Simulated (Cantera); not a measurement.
An isothermal, constant-pressure homogeneous reactor starts with CH4 : H2 = 1 : 54 (molar parts), at 1898 K and 0.510 bar.

Detailed kinetics in Cantera: GRI-Mech 3.0 (53 species, 325 reactions). GRI-Mech 3.0 stops at C3 and has no aromatics, soot or wall deposition, so with more carbon than oxygen in the feed, carbon stays in small species such as C2H2 where larger ones or solid carbon would form.

x: mole fraction; the columns are a selection and need not sum to one.

| t (s) | x CH4 | x H2 | x H | x C2H6 | x C2H | x C2H4 | x CH3 |
|---|---|---|---|---|---|---|---|
| 9.00e-6 | 0.0182 | 0.982 | 3.08e-5 | 9.71e-10 | <1e-12 | 9.09e-10 | 1.23e-5 |
| 3.27e-5 | 0.0181 | 0.982 | 0.000113 | (withheld) | <1e-12 | 4.25e-8 | 4.26e-5 |
| 0.000119 | 0.0180 | 0.981 | 0.000395 | (withheld) | 1.52e-12 | 1.84e-6 | 0.000146 |
| 0.000433 | 0.0177 | 0.981 | 0.000946 | 1.90e-6 | 5.21e-10 | 2.30e-5 | 0.000340 |
| 0.00157 | 0.0168 | 0.981 | 0.00106 | 2.05e-6 | 6.37e-9 | 3.01e-5 | 0.000363 |
| 0.00572 | 0.0143 | 0.983 | 0.00107 | (withheld) | 2.43e-8 | 3.04e-5 | 0.000309 |
| 0.0208 | 0.00921 | 0.985 | 0.00108 | (withheld) | 6.05e-8 | 3.44e-5 | 0.000201 |
| 0.0756 | 0.00408 | 0.988 | 0.00109 | (withheld) | 9.76e-8 | 4.36e-5 | 8.97e-5 |
| 0.275 | 0.00169 | 0.989 | 0.00110 | (withheld) | 1.15e-7 | 4.96e-5 | 3.73e-5 |
| 1.00 | 0.00132 | 0.989 | 0.00110 | (withheld) | 1.18e-7 | 5.06e-5 | 2.92e-5 |

Problem. Fill in the missing entries.

Solution. 
- 3.27e-5, x C2H6: 2.81e-8
- 0.000119, x C2H6: 4.33e-7
- 0.00572, x C2H6: 1.48e-6
- 0.0208, x C2H6: 6.26e-7
- 0.0756, x C2H6: 1.30e-7
- 0.275, x C2H6: 2.85e-8
- 1.00, x C2H6: 2.03e-8
